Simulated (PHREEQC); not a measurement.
A PHREEQC speciation (ion-association model, phreeqc.dat) at 20 °C gives pH 5.87 and these molalities:

| species | mol/kgw |
|---|---|
| Cd+2 | 0.0866 |
| CdSO4 | 0.0757 |
| SO4-2 | 0.0489 |
| Cd(SO4)2-2 | 0.0377 |

Q: What are the element totals, and what could have been dissolved in 1 kg of water to give them?

A: This is not unique; one that fits is totals Cd 0.200, S(6) 0.200 mol/kgw, from 0.2 mol CdSO4 per kg of water.

This is a speciation only: nothing precipitates in the calculation. Species that the database lacks are ignored.
